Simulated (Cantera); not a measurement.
Ammonia decomposition in nitride growth gas

A perfectly stirred reactor is fed with 9.62 % NH₃, 90.4 % H₂, at 0.110 bar; it is held at 2075 K, and followed from long to short residence time.

Detailed kinetics in Cantera: the gas-phase N/H chemistry of the illustrative SiF4/NH3 mechanism in the Surface Chemkin manual (1991). Walls and surfaces, which speed up NH3 decomposition in real reactors, are not modelled.

```
τ (s)    x NH₃   x H₂      x N      x N₂     x NH    x N₂H₄     x NH₂
------  ------  -----  -------  --------  -------  --------  --------
0.34    0.0302  0.938  1.77e-6    0.0299  1.07e-5  9.24e-10  0.000181
0.22    0.0407  0.932  1.71e-6    0.0251  1.15e-5   1.35e-9  0.000218
0.14    0.0521  0.926  1.66e-6    0.0199  1.23e-5   1.84e-9  0.000255
0.090   0.0627  0.920  1.62e-6    0.0151  1.29e-5   2.33e-9  0.000287
0.058   0.0719  0.916  1.58e-6    0.0109  1.32e-5   2.75e-9  0.000312
0.037   0.0795  0.912  1.52e-6   0.00742  1.34e-5   3.07e-9  0.000329
0.024   0.0849  0.909  1.45e-6   0.00491  1.32e-5   3.25e-9  0.000339
0.015   0.0892  0.906  1.33e-6   0.00298  1.27e-5   3.29e-9  0.000341
0.0097  0.0918  0.905  1.19e-6   0.00177  1.19e-5   3.16e-9  0.000334
0.0062  0.0937  0.904  9.75e-7  0.000955  1.05e-5   2.84e-9  0.000317
```
x: mole fraction; the columns are a selection and need not sum to one.
